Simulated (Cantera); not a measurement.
A closed system holds: 1 mol SiCl4, a varied amount of NO, equilibrated at 1352 °C and 26.0 mbar.

Equilibrium computed with Cantera from the NASA thermochemical tables; the gas is ideal and each condensed phase is pure. Candidate condensed phases: Si, SiO2, Si2N2O, Si3N4; 23 gas species. The tables hold silica as quartz up to 1696 K and as liquid above; real silica turns to tridymite and cristobalite and melts near 1996 K. Equilibrium is a limit: real reactors are often held back by kinetics, nucleation or transport.

**Question.** What share of the Si ends up in condensed phases as a function of n(NO) (mol), at 0.62, 0.82, 1.1, 1.5, 1.9, 2.6, 3.5, 4.6, 6.1, 8.2, 11, 14, 19?

**Answer.** 
| n(NO) (mol) | Si condensed (%) | as |
|---|---|---|
| 0.62 | 31.0 | SiO2(β-quartz) |
| 0.82 | 41.0 | SiO2(β-quartz) |
| 1.1 | 55.0 | SiO2(β-quartz) |
| 1.5 | 75.0 | SiO2(β-quartz) |
| 1.9 | 95.0 | SiO2(β-quartz) |
| 2.6 | 100.0 | SiO2(β-quartz) |
| 3.5 | 100.0 | SiO2(β-quartz) |
| 4.6 | 100.0 | SiO2(β-quartz) |
| 6.1 | 100.0 | SiO2(β-quartz) |
| 8.2 | 100.0 | SiO2(β-quartz) |
| 11 | 100.0 | SiO2(β-quartz) |
| 14 | 100.0 | SiO2(β-quartz) |
| 19 | 100.0 | SiO2(β-quartz) |
